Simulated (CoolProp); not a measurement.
Vapour-liquid equilibrium of cyclohexane (1) + toluene (2) at 444.3 K; x and y are mole fractions of (1).

Values from CoolProp's multi-fluid Helmholtz-energy mixture model, Zhou 2014 and Lemmon 2006; pair parameters Bell 2016.

### Question
Give the bubble pressure and the first vapour's composition at x = 0.05, 0.25, 0.45. Is there an azeotrope?

### Answer
x = 0.05: 0.4604 MPa, y = 0.098; x = 0.25: 0.5581 MPa, y = 0.390; x = 0.45: 0.6425 MPa, y = 0.591. No azeotrope shows between x = 0.05 and 0.95.

Pair parameters are fitted to limited data, so mixtures are less certain than the pure fluids.
